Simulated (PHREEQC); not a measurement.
Solution A (0.021 mol Cu(BF4)2, 0.013 mol HCl and 0.2 mol H3BO3 per kg of water) is mixed with solution B (0.12 mol/kgw H2SO4, 0.0015 mol/kgw NaCl and 9.9e-05 mol/kgw CuCl2) at 90 °C; shares are by mass of water, 1 kg in all. O2 is buffered at 0.21 atm. No CO2 enters from the air. The run lets Halite precipitate or redissolve, and no other solid.

Model: ion-association model, phreeqc.dat, run in PHREEQC.

| share of solution B | pH | HSO4- (mol/kgw) | Cu+2 (mol/kgw) | H3BO3 (mol/kgw) | BF4- (mol/kgw) | CuCl+ (mol/kgw) | HF (mol/kgw) |
|---|---|---|---|---|---|---|---|
| 0 | 1.92 | 0 | 0.0182 | 0.199 | 0.0331 | 0.00269 | 0.0104 |
| 0.1 | 1.67 | 0.00921 | 0.0157 | [?] | 0.0302 | 0.00214 | 0.0120 |
| 0.2 | 1.52 | 0.0199 | 0.0137 | 0.161 | 0.0267 | 0.00170 | 0.0131 |
| 0.3 | 1.41 | 0.0312 | 0.0119 | 0.142 | 0.0230 | 0.00133 | 0.0138 |
| 0.4 | 1.32 | 0.0428 | 0.0103 | 0.122 | 0.0193 | 0.00101 | 0.0143 |
| 0.5 | 1.25 | 0.0546 | 0.00860 | 0.103 | 0.0155 | 0.000735 | 0.0147 |
| 0.6 | 1.19 | 0.0664 | [?] | 0.0830 | 0.0117 | 0.000504 | 0.0149 |
| 0.7 | 1.14 | 0.0784 | 0.00527 | [?] | 0.00797 | 0.000314 | 0.0149 |
| 0.8 | 1.09 | 0.0904 | 0.00357 | [?] | 0.00429 | 0.000167 | 0.0144 |
| 0.9 | 1.05 | 0.102 | 0.00185 | 0.0229 | 0.00102 | 6.18e-5 | 0.0121 |
| 1 | 1.00 | 0.115 | 8.48e-5 | 0 | 0 | 1.70e-6 | 0 |

**Question.** Fill in the missing entries.

**Answer.** 
- 0.1, H3BO3 (mol/kgw): 0.180
- 0.6, Cu+2 (mol/kgw): 0.00694
- 0.7, H3BO3 (mol/kgw): 0.0632
- 0.8, H3BO3 (mol/kgw): 0.0433

Species that the database lacks are ignored. Away from 25 °C the constants follow the database's enthalpies or fits; those with neither stay at their 25 °C values. Real BF4- forms and hydrolyses slowly; the run takes it at equilibrium.
